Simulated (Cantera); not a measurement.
# Equilibrium for hydrogen reduction and annealing atmospheres: PbO + H2 + H2O

A closed system holds: 1 mol PbO, 0.94 mol H2, 0.29 mol H2O, at 798 K and 0.0360 bar.

Cantera equilibrium calculation (NASA polynomials, part measured and part estimated; ideal gas, pure solids and liquids). Candidate condensed phases: H2O, Pb, PbO, PbO2, Pb3O4; 12 gas species. Equilibrium is a limit: real reactors are often held back by kinetics, nucleation or transport.

```json
{
 "x(H2O)": "1.000",
 "x(H2)": "6.25e-5",
 "x(Pb)": "1.59e-6",
 "n(Pb(l))": "0.940 mol",
 "n(PbO(yellow))": "0.0601 mol",
 "gas_amount": "1.230 mol",
 "log10 activity of Pb3O4(s) (absent)": "-9.72",
 "log10 activity of PbO2(s) (absent)": "-10.55"
}
```
